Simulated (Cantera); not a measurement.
## Pyrogenic steam for wet oxidation

An isothermal, constant-pressure homogeneous reactor starts with H2 : O2 : N2 = 0.47 : 1 : 1.1 (molar parts), at 1373 K and 0.230 bar.

Cantera simulation using the H2/O2 subset of GRI-Mech 3.0, which has no nitrogen chemistry; the numbers are that mechanism's predictions, not measurements. The temperature is held fixed by assumption; the heat of reaction is taken as removed at once.

```csv
t (s),x H2,x O2,x OH,x H2O,x H2O2,x H
5.00e-6,0.183,0.389,3.81e-8,8.32e-8,2.35e-10,1.31e-7
1.46e-5,0.183,0.389,8.05e-7,3.26e-6,2.04e-9,2.43e-6
4.29e-5,0.169,0.382,0.00213,0.00954,2.72e-7,0.00638
0.000126,0.0100,0.305,0.0109,0.160,2.71e-6,0.0321
0.000368,0.00238,0.322,0.00523,0.193,2.04e-6,0.00300
0.00108,0.000244,0.327,0.00165,0.200,7.02e-7,9.30e-5
0.00316,2.97e-5,0.327,0.000594,0.201,2.08e-7,4.25e-6
0.00926,5.43e-6,0.328,0.000262,0.201,6.60e-8,3.63e-7
0.0271,1.33e-6,0.328,0.000133,0.201,2.24e-8,4.68e-8
0.0795,4.26e-7,0.328,7.55e-5,0.201,8.79e-9,8.76e-9
0.233,2.33e-7,0.328,5.55e-5,0.201,5.41e-9,3.59e-9
0.683,2.19e-7,0.328,5.37e-5,0.201,5.15e-9,3.27e-9
2.00,2.19e-7,0.328,5.37e-5,0.201,5.15e-9,3.27e-9
```
x: mole fraction; the columns are a selection and need not sum to one.

Equilibrium at this temperature and pressure: H2 2.19e-7, O2 0.328, OH 5.37e-5, H2O 0.201, H2O2 5.15e-9, H 3.27e-9 (gas phase only).
